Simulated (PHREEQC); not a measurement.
0.072 g of hydrous ferric oxide (600 m²/g; 0.2 weak and 0.005 strong sites per Fe, Dzombak-Morel constants, diffuse double layer) in 1 kg of water with 0.05 mol/kgw of an inert sodium salt and 5.7e-05 mol/kgw PbCl2, at 25 °C; the pH is set by adding NaOH or the inert anion's acid. Oxygen is held at 0.21 atm. No CO2 enters from the air. Nothing may precipitate in this run.

Base run: PHREEQC, ion-association model, wateq4f.dat. Each further column changes one thing. The table gives Pb sorbed (%).

```csv
pH,base,background salt from 0.05 to 0.005 mol/kgw,oxide from 0.072 to 0.36 g/kgw,9.3e-05 mol/kgw ZnSO4 added
3,0.4,0.5,1.9,0.4
4,5.8,5.9,27.6,6.0
4.5,7.3,7.3,35.6,7.4
5.5,25.1,23.0,71.9,29.3
6.5,84.0,79.8,99.0,87.9
7.5,99.1,98.9,100.0,97.7
8,99.8,99.7,100.0,98.0
9,100.0,100.0,100.0,98.1
```

The oxide is taken as insoluble; below pH 4 it would dissolve. In at least one series the solution becomes supersaturated in solids that the run did not let form, among them Zn(OH)2-e.
